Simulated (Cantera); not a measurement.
A closed system holds: 1 mol FeS2, 1.8 mol O2, held at 1377 °C and 0.100 bar.

Method: chemical equilibrium by Gibbs-energy minimisation in Cantera with the NASA 1993 tables (ideal gas, pure condensed phases). Candidate condensed phases: Fe, FeO, FeS, FeSO4, FeS2, Fe2O3, Fe2(SO4)3, Fe3O4, S; 12 gas species. The tables' stoichiometric FeO is somewhat more stable than real wüstite, so its field is too wide. FeO: taken at fixed stoichiometry. The numbers say what is thermodynamically allowed, not how fast it happens.

Base state: SO2 0.770, S2 0.200, SO 0.0217, S2O 0.00718, S 0.000281 (mole fractions); condensed: FeO(l).

### Question
What changes in the equilibrium state with this change: O2 from 1.8 to 3.8 mol?

### Answer
```tsv
species	before	after
SO2	0.770	0.637
O2	1.26e-7	0.361
SO3	1.62e-6	0.00226
S2	0.200	<1e-9
SO	0.0217	1.06e-5
S2O	0.00718	<1e-9
S	0.000281	<1e-9
O	2.91e-8	4.92e-5
FeO(l), mol	1.000	0
Fe3O4(s), mol	0	0.333
```

### Question
What changes in the equilibrium state with this change: temperature from 1377 °C to 502 °C?

### Answer
| species | before | after |
|---|---|---|
| SO2 | 0.770 | 0.997 |
| S2 | 0.200 | 0.00254 |
| S2O | 0.00718 | 0.000425 |
| SO | 0.0217 | 3.76e-7 |
| S | 0.000281 | <1e-9 |
| FeO(l), mol | 1.000 | 0 |
| FeS2(s), mol | 0 | 0.322 |
| Fe3O4(s), mol | 0 | 0.226 |
Gases not in the tables: S3 to S7.
